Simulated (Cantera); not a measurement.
Feed: 1 mol Si3N4, 7.5 mol HCl, 37 mol H2, at 0.0383 Torr.

Cantera equilibrium calculation (NASA polynomials, part measured and part estimated; ideal gas, pure solids and liquids). Candidate condensed phases: NH4Cl, Si, Si3N4; 28 gas species. The tables' values for SiCl3 are old estimates; treat these amounts as uncertain. Equilibrium is a limit: real reactors are often held back by kinetics, nucleation or transport.

Q: At 1325 K, list the 4 most abundant gas species with their mole fractions, and the condensed phases.

A: H2 0.845, HCl 0.102, SiCl2 0.0312, N2 0.0209. Condensed: Si3N4(s).
